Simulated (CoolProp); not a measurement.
Vapour pressure (MPa) of the fluoroketone C6F12O (FK-5-1-12): the reference equation beside estimates from Tc = 441.8 K, pc = 1.869 MPa, ω = 0.471. Clausius-Clapeyron is anchored at 264.9 K with a constant enthalpy of vaporisation of 32.79 kJ/mol.

The numbers come from the reference Helmholtz-energy equation of state, McLinden 2015 in CoolProp.

```tsv
T (K)	reference	Clausius-Clapeyron	van der Waals	Redlich-Kwong
231.9	0.0008590	0.0009542	0.07165	0.008075
248.4	0.002869	0.002953	0.1104	0.01868
264.9	0.007940	0.007940	0.1617	0.03799
281.4	0.01892	0.01901	0.2273	0.06977
297.9	0.03998	0.04132	0.3087	0.1182
314.4	0.07665	0.08278	0.4073	0.1875
330.9	0.1357	0.1547	0.5244	0.2821
347.4	0.2252	0.2726	0.6612	0.4060
363.9	0.3540	0.4561	0.8188	0.5635
380.4	0.5325	0.7299	0.9980	0.7582
396.9	0.7721	1.123	1.200	0.9939
413.4	1.087	1.670	1.425	1.274
429.8	1.493	2.403	1.672	1.599
```

Absolute difference from the reference over all 13 rows, mean and median: Clausius-Clapeyron 22.1 and 14.0 %, van der Waals 1302.1 and 286.4 %, Redlich-Kwong 209.3 and 107.9 %.
